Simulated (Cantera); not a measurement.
Feed: 1 mol FeS₂, 58 mol H₂, 18 mol N₂, equilibrated at 2030 Torr.

Equilibrium computed with Cantera from the NASA thermochemical tables; the gas is ideal and each condensed phase is pure. Candidate condensed phases: Fe, FeS, FeS₂, S; 16 gas species. FeS: taken at fixed stoichiometry. The numbers say what is thermodynamically allowed, not how fast it happens. All values below are at 1425 K.

Base state: H₂ 0.750, N₂ 0.237, H₂S 0.0131, NH₃ 6.70e-5, SH 2.05e-5 (mole fractions); condensed: FeS(s).

Q: What changes in the equilibrium state with this change: FeS₂ replaced by PbS?

A: 
```csv
species,before,after
H₂,0.750,0.748
N₂,0.237,0.235
H₂S,0.0131,0.00906
Pb,0,0.00424
PbS,0,0.00397
SH,2.05e-5,1.42e-5
NH₃,6.70e-5,6.65e-5
"FeS(s), mol",1.000,0
"Pb(l), mol",0,0.370
```
Further candidate phases: Pb, PbS.

Q: What changes in the equilibrium state with this change: FeS₂ replaced by Al₂O₃?

A: 
| species | before | after |
|---|---|---|
| H₂ | 0.750 | 0.763 |
| N₂ | 0.237 | 0.237 |
| NH₃ | 6.70e-5 | 6.88e-5 |
| H₂S | 0.0131 | 0 |
| SH | 2.05e-5 | 0 |
| H₂O | 0 | 1.09e-5 |
| FeS(s), mol | 1.000 | 0 |
| AlN(s), mol | 0 | 0.000552 |
| Al₂O₃(s), mol | 0 | 1.000 |
Mutual solubility and eutectic melting of coexisting phases are not modelled. Further candidate phases: Al, AlN, Al₂O₃, H₂O.
